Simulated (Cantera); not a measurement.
# Stirred combustor or abatement burner

A perfectly stirred reactor is fed with C3H8 : O2 : N2 : CO2 = 1 : 3.33 : 9.33 : 0.02 (molar parts), at 8.90 bar; it is adiabatic with a 598 K inlet, and is followed from long to short residence time, starting on the burning branch (τ in s: 0.048, 0.026, 0.014, 0.0073, 0.0039, 0.0021, 0.0011, 0.00059, 0.00032, 0.00017, 9e-05).

Cantera simulation using GRI-Mech 3.0 (53 species, 325 reactions); the numbers are that mechanism's predictions, not measurements. GRI-Mech 3.0 was tuned for natural gas; its chemistry of propane as a main component is partial and can be far from experiment.

| τ (s) | T (K) | x C3H8 | x O2 | x HCN | x CO | x HCO | x CH3 |
|---|---|---|---|---|---|---|---|
| 0.048 | 2433 | 6.77e-8 | 2.53e-5 | 1.97e-6 | 0.132 | 3.39e-7 | 5.18e-6 |
| 0.026 | 2432 | 1.23e-7 | 3.56e-5 | 3.53e-6 | 0.132 | 3.59e-7 | 9.09e-6 |
| 0.014 | 2431 | 2.22e-7 | 5.36e-5 | 6.44e-6 | 0.132 | 3.93e-7 | 1.57e-5 |
| 0.0073 | 2429 | 4.09e-7 | 8.58e-5 | 1.20e-5 | 0.132 | 4.50e-7 | 2.71e-5 |
| 0.0039 | 2426 | 7.31e-7 | 0.000138 | 2.13e-5 | 0.132 | 5.40e-7 | 4.49e-5 |
| 0.0021 | 2423 | 1.29e-6 | 0.000224 | 3.63e-5 | 0.131 | 6.83e-7 | 7.26e-5 |
| 0.0011 | 2419 | 2.31e-6 | 0.000374 | 6.12e-5 | 0.131 | 9.30e-7 | 0.000118 |
| 0.00059 | 2414 | 4.07e-6 | 0.000617 | 9.73e-5 | 0.130 | 1.33e-6 | 0.000186 |
| 0.00032 | 2407 | 7.11e-6 | 0.00102 | 0.000147 | 0.130 | 2.00e-6 | 0.000289 |
| 0.00017 | 2397 | 1.28e-5 | 0.00172 | 0.000211 | 0.129 | 3.18e-6 | 0.000453 |
| 9.0e-5 | 2381 | 2.35e-5 | 0.00296 | 0.000273 | 0.128 | 5.22e-6 | 0.000704 |
x: mole fraction; the columns are a selection and need not sum to one.
